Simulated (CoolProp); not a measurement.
Properties of R143a along the isobar 14.2 MPa (Tc = 72.7 °C, pc = 3.762 MPa, ω = 0.261).

Values from CoolProp's reference Helmholtz-energy equation of state, Lemmon and Jacobsen 2000.

```json
[
 {"T (°C)": "53.25", "phase": "liquid", "cp (kJ/(kg K))": "1.541", "speed of sound (m/s)": "465.9", "viscosity (µPa s)": "112", "conductivity (mW/(m K))": "73.4", "fugacity coefficient": "0.1879"},
 {"T (°C)": "72.55", "phase": "liquid", "cp (kJ/(kg K))": "1.610", "speed of sound (m/s)": "404.7", "viscosity (µPa s)": "96.4", "conductivity (mW/(m K))": "68.3", "fugacity coefficient": "0.2509"},
 {"T (°C)": "91.85", "phase": "supercritical", "cp (kJ/(kg K))": "1.685", "speed of sound (m/s)": "349.6", "viscosity (µPa s)": "82.6", "conductivity (mW/(m K))": "63.6", "fugacity coefficient": "0.3193"},
 {"T (°C)": "111.15", "phase": "supercritical", "cp (kJ/(kg K))": "1.758", "speed of sound (m/s)": "302.6", "viscosity (µPa s)": "70.1", "conductivity (mW/(m K))": "59.5", "fugacity coefficient": "0.3901"},
 {"T (°C)": "130.45", "phase": "supercritical", "cp (kJ/(kg K))": "1.810", "speed of sound (m/s)": "266.3", "viscosity (µPa s)": "59.3", "conductivity (mW/(m K))": "56.0", "fugacity coefficient": "0.4600"},
 {"T (°C)": "149.65", "phase": "supercritical", "cp (kJ/(kg K))": "1.822", "speed of sound (m/s)": "242.1", "viscosity (µPa s)": "50.6", "conductivity (mW/(m K))": "53.4", "fugacity coefficient": "0.5261"},
 {"T (°C)": "168.95", "phase": "supercritical", "cp (kJ/(kg K))": "1.793", "speed of sound (m/s)": "228.8", "viscosity (µPa s)": "44.1", "conductivity (mW/(m K))": "51.5", "fugacity coefficient": "0.5873"},
 {"T (°C)": "188.25", "phase": "supercritical", "cp (kJ/(kg K))": "1.743", "speed of sound (m/s)": "223.9", "viscosity (µPa s)": "39.5", "conductivity (mW/(m K))": "50.5", "fugacity coefficient": "0.6424"},
 {"T (°C)": "207.55", "phase": "supercritical", "cp (kJ/(kg K))": "1.692", "speed of sound (m/s)": "224.2", "viscosity (µPa s)": "36.4", "conductivity (mW/(m K))": "50.2", "fugacity coefficient": "0.6914"},
 {"T (°C)": "226.85", "phase": "supercritical", "cp (kJ/(kg K))": "1.652", "speed of sound (m/s)": "227.5", "viscosity (µPa s)": "34.3", "conductivity (mW/(m K))": "50.4", "fugacity coefficient": "0.7349"}
]
```

Viscosity comes from a separate model (Klein 1997), an estimate that may be off by 10 % or more. Thermal conductivity comes from a separate model (McLinden 2000), an estimate that may be off by 10 % or more.
